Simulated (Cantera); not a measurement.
Input: 1 mol C3H6, 1.4 mol H2, held at 2200 K.

These are equilibrium values from Cantera (NASA tables, ideal gas, pure condensed phases), not measurements of a reactor. Candidate condensed phases: C, C6H6, C7H8, C8H18; 76 gas species. The ideal-gas law is rough above about 30 bar. The numbers say what is thermodynamically allowed, not how fast it happens.

x: gas mole fraction; n: condensed amount in mol.

| P (Pa) | x H2 | x H | x CH4 | x C2H2 (acetylene) | x C2H4 | n C(graphite) |
|---|---|---|---|---|---|---|
| 10 | 0.572 | 0.426 | 8.61e-9 | 0.00147 | 2.05e-10 | 2.98 |
| 72 | 0.809 | 0.189 | 1.24e-7 | 0.00207 | 2.95e-9 | 2.98 |
| 520 | 0.923 | 0.0750 | 1.16e-6 | 0.00236 | 2.77e-8 | 2.98 |
| 3700 | 0.969 | (withheld) | (withheld) | 0.00248 | (withheld) | 2.98 |
| 27000 | 0.987 | 0.0108 | 6.91e-5 | 0.00253 | 1.64e-6 | 2.98 |
| 190000 | 0.993 | 0.00407 | 0.000492 | 0.00254 | 1.17e-5 | 2.98 |
| 1400000 | 0.992 | (withheld) | (withheld) | 0.00254 | (withheld) | 2.96 |
| 10000000 | 0.971 | 0.000555 | 0.0248 | 0.00249 | 0.000590 | 2.87 |

Problem. What belongs in the gaps?

Solution. 
- 3700, x H: 0.0288
- 3700, x CH4: 9.13e-6
- 3700, x C2H4: 2.17e-7
- 1400000, x H: 0.00150
- 1400000, x CH4: 0.00362
- 1400000, x C2H4: 8.62e-5
